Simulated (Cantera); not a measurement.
A freely propagating, adiabatic, planar premixed flame of 46.0 % H₂, 11.5 % O₂, 39.1 % N₂, 3.36 % H₂O, unburnt at 698 K and 0.336 atm; multicomponent transport, grid criteria slope 0.08 and curve 0.16, no radiation.

Computed with Cantera and the H2/O2 subset of GRI-Mech 3.0, which has no nitrogen chemistry. Burning velocities carry a grid error of a few per cent, more on coarse grids.

x: mole fraction of selected species; z is measured from the peak of heat release.

| z (mm) | T (K) | u (m/s) | x H₂ | x O₂ | x H₂O | x H₂O₂ | x OH | x O |
|---|---|---|---|---|---|---|---|---|
| -5.78 | 698 | 10.7 | 0.460 | 0.115 | 0.0336 | <1e-8 | <1e-8 | <1e-8 |
| -3.85 | 698 | 10.7 | 0.460 | 0.115 | 0.0336 | <1e-8 | <1e-8 | <1e-8 |
| -2.89 | 698 | 10.7 | 0.460 | 0.115 | 0.0336 | <1e-8 | <1e-8 | <1e-8 |
| -1.93 | 698 | 10.7 | 0.460 | 0.115 | 0.0336 | <1e-8 | <1e-8 | 1.02e-8 |
| -0.963 | 708 | 10.8 | 0.459 | 0.115 | 0.0342 | 5.09e-7 | 2.81e-5 | 1.16e-5 |
| -0.481 | 829 | 12.6 | 0.438 | 0.110 | 0.0462 | 8.40e-7 | 0.000317 | 0.000327 |
| 0 | 1188 | 17.5 | 0.310 | 0.0653 | 0.140 | 7.24e-7 | 0.00248 | 0.00437 |
| 0.481 | 1448 | 21.1 | 0.200 | 0.00990 | 0.249 | 5.44e-7 | 0.00484 | 0.00417 |
| 0.963 | 1552 | 22.4 | 0.192 | ? | 0.265 | ? | ? | ? |
| 1.93 | 1663 | 23.8 | 0.200 | ? | 0.269 | ? | ? | ? |
| 3.85 | 1790 | 25.4 | 0.211 | 0.00130 | 0.272 | 1.88e-7 | 0.00715 | 0.00227 |
| 7.70 | 1921 | 27.0 | 0.221 | 0.000903 | 0.276 | 1.02e-7 | 0.00723 | 0.00166 |
| 15.4 | 2045 | 28.4 | 0.231 | 0.000550 | 0.281 | 5.38e-8 | 0.00662 | 0.00105 |

Problem. Some entries are withheld; supply them.

Solution. 
- 0.963, x O₂: 0.00246
- 0.963, x H₂O₂: 4.23e-7
- 0.963, x OH: 0.00563
- 0.963, x O: 0.00308
- 1.93, x O₂: 0.00167
- 1.93, x H₂O₂: 3.08e-7
- 1.93, x OH: 0.00651
- 1.93, x O: 0.00275
